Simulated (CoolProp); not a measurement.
Model: reference Helmholtz-energy equation of state, Leachman 2009, in CoolProp.

Question: For normal hydrogen, give the phase and the viscosity (µPa s) at 327.75 °C and 0.0305 MPa; 23.55 °C and 0.0303 MPa.

Answer: 
- 327.75 °C and 0.0305 MPa: gas; viscosity 14.5
- 23.55 °C and 0.0303 MPa: gas; viscosity 8.87

Viscosity comes from a separate model (Muzny 2013).
